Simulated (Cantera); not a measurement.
Si2H6 + O2 (silicon oxide and oxynitride deposition)

Charge: 1 mol Si2H6, 0.16 mol O2, held at 1898.15 K.

Equilibrium computed with Cantera from the NASA thermochemical tables; the gas is ideal and each condensed phase is pure. Candidate condensed phases: H2O, Si, SiO2; 18 gas species. The feed counts by its element totals alone. Gases not in the tables: Si2H6 and higher silanes. Rates play no part.

From 5.00 Pa to 1.00 bar the condensed part is Si(l). The main Si-bearing gas is Si at 5.00 Pa and SiO at 1.00 bar.

```csv
P (Pa),x H2,x Si,x SiO,x H,x Si2,n Si(l)
5,0.596,0.246,0.0683,0.0855,0.00197,0.495
21,0.803,0.0586,0.0883,0.0484,0.000469,1.46
85,0.866,0.0145,0.0938,0.0250,0.000116,1.63
350,0.888,0.00352,0.0954,0.0125,2.81e-5,1.67
1400,0.897,0.000879,0.0960,0.00626,7.03e-6,1.68
5900,0.900,0.000209,0.0962,0.00306,1.67e-6,1.68
24000,0.902,5.13e-5,0.0963,0.00152,4.10e-7,1.68
100000,0.903,1.23e-5,0.0963,0.000744,9.84e-8,1.68
```
x: gas mole fraction; n: condensed amount in mol.
